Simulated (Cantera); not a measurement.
A closed system holds: 1 mol SiH4, a varied amount of CO2, 0.48 mol H2, held at 1327 °C and 750 Torr.

Cantera equilibrium calculation (NASA polynomials, part measured and part estimated; ideal gas, pure solids and liquids). Candidate condensed phases: C, C6H6, C7H8, C8H18, H2O, Si, SiC, SiO2; 123 gas species. The tables hold silica as quartz up to 1696 K and as liquid above; real silica turns to tridymite and cristobalite and melts near 1996 K. Gases not in the tables: Si(OH)4. Rates play no part.

Task: At 2.5 mol CO2, list the 5 most abundant gas species with their mole fractions, and the condensed phases.

Result: CO 0.475, H2 0.425, H2O 0.0732, CO2 0.0272, H 3.54e-5. Condensed: SiO2(β-quartz).
